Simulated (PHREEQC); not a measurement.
Synthetic water in mg/kgw, 25 °C, pH 1.88, pe 10.3:

```tsv
constituent	mg/kgw
Na	2450
K	0.667
Ca	100
Mg	8.04
Cl	781
S(6) as SO4	7160
Fe(3)	866
Zn	4.62
```

Valence states are taken as typed.

All values are PHREEQC results (ion-association model, phreeqc.dat), not measurements.

| quantity | before | after |
|---|---|---|
| ionic strength (mol/kgw) | 0.162 | 0.451 |
| Na+ (mol/kgw) | 0.101 | 0.289 |
| HSO4- (mol/kgw) | 0.0177 | 0.0359 |
| FeSO4+ (mol/kgw) | 0.0113 | 0.0297 |
| NaSO4- (mol/kgw) | 0.00529 | 0.0306 |
| SI of Gypsum (CaSO4:2H2O) | -0.70 | -0.12 |
| SI of Jarosite-K (KFe3(SO4)2(OH)6) | -0.81 | +0.43 |

Q: What was changed between the two runs?
A. all concentrations times 3 at the same typed pH
B. Fe(3) from 866 to 433 mg/kgw
C. Fe(3) from 866 to 1730 mg/kgw

A: A, all concentrations times 3 at the same typed pH

This is a speciation only: nothing precipitates in the calculation. Some of these states are supersaturated (in Hematite (slow to form), Goethite (slow to form), Jarosite-K, for instance).
